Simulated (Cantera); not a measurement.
Charge: 1 mol SiH₄, 1.6 mol N₂O, 3.1 mol N₂, held at 0.0610 bar.

Method: chemical equilibrium by Gibbs-energy minimisation in Cantera with the NASA 1993 tables (ideal gas, pure condensed phases). Candidate condensed phases: H₂O, Si, SiO₂, Si₂N₂O, Si₃N₄; 35 gas species. Mutual solubility and eutectic melting of coexisting phases are not modelled. The tables hold silica as quartz up to 1696 K and as liquid above; real silica turns to tridymite and cristobalite and melts near 1996 K. Equilibrium is a limit: real reactors are often held back by kinetics, nucleation or transport.

At 1223 K, list the 3 most abundant gas species with their mole fractions, and the condensed phases.

N₂ 0.695, H₂ 0.305, H₂O 3.94e-5. Condensed: SiO₂(β-quartz) + Si₂N₂O(s).
